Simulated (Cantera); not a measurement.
What does this Cantera script print?

```python
import numpy as np
import cantera as ct

surf = ct.Interface("diamond.yaml", "diamond_100")
gas, bulk = surf.adjacent["gas"], surf.adjacent["diamond"]
k = surf.kinetics_species_index(bulk.species_names[0])
cover = ["c6HH", "c6H*", "c6*H", "c6**", "c6HM", "c6B"]

rows, drift = [], 0.0
print(f"{'P':>10s}{'um/h':>11s}" + "".join(f"{s:>11s}" for s in cover))
for v in [1500, 2300, 3600, 5700, 9000, 14000, 22000, 35000]:
    T, P, xH, xCH3 = 1325, v, 0.015, 4.8e-05
    gas.TPX = T, P, {"H": xH, "CH3": xCH3, "CH4": 0.0068, "H2": 1 - xH - xCH3 - 0.0068}
    surf.TP = bulk.TP = T, P
    surf.coverages = "c6H*:0.1, c6HH:0.9"
    surf.advance_coverages(100.0)
    before = surf.coverages
    surf.advance_coverages(100.0)
    drift = max(drift, np.max(np.abs(surf.coverages - before) / (surf.coverages + 1e-9)))
    rate = surf.net_production_rates[k] * bulk.mean_molecular_weight / bulk.density * 3.6e9
    rows.append([rate, *surf[cover].coverages])
    print(f"{v:10.4g}{rate:11.4e}" + "".join(f"{x:11.3e}" for x in rows[-1][1:]))
```

It prints:

```
         P       um/h       c6HH       c6H*       c6*H       c6**       c6HM        c6B
      1500 1.5243e-01  3.652e-01  5.194e-02  5.323e-01  5.041e-02  2.153e-05  4.136e-10
      2300 2.6569e-01  3.652e-01  5.197e-02  5.323e-01  5.042e-02  3.259e-05  7.210e-10
      3600 4.8837e-01  3.652e-01  5.200e-02  5.322e-01  5.043e-02  4.964e-05  1.325e-09
      5700 9.3893e-01  3.652e-01  5.207e-02  5.321e-01  5.044e-02  7.499e-05  2.548e-09
      9000 1.8404e+00  3.651e-01  5.216e-02  5.320e-01  5.047e-02  1.101e-04  4.994e-09
   1.4e+04 3.5650e+00  3.651e-01  5.231e-02  5.317e-01  5.052e-02  1.547e-04  9.674e-09
   2.2e+04 6.9752e+00  3.650e-01  5.254e-02  5.314e-01  5.059e-02  2.103e-04  1.893e-08
   3.5e+04 1.3614e+01  3.650e-01  5.293e-02  5.308e-01  5.071e-02  2.744e-04  3.694e-08
```

Detailed kinetics in Cantera: the Harris–Goodwin 1993 mechanism for the reconstructed diamond (100) surface.
